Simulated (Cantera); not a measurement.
Charge: 1 mol SiCl₄, 3.9 mol HCl, 3.3 mol H₂, equilibrated at 0.370 bar.

Method: chemical equilibrium by Gibbs-energy minimisation in Cantera with the NASA 1993 tables (ideal gas, pure condensed phases). Candidate condensed phases: Si; 19 gas species. The tables' values for SiCl₃ are old estimates; treat these amounts as uncertain. Rates play no part.

Q: At 1148 K, list the 4 most abundant gas species with their mole fractions, and the condensed phases.

A: HCl 0.478, H₂ 0.400, SiCl₄ 0.119, SiHCl₃ 0.00200. Condensed: gas only.
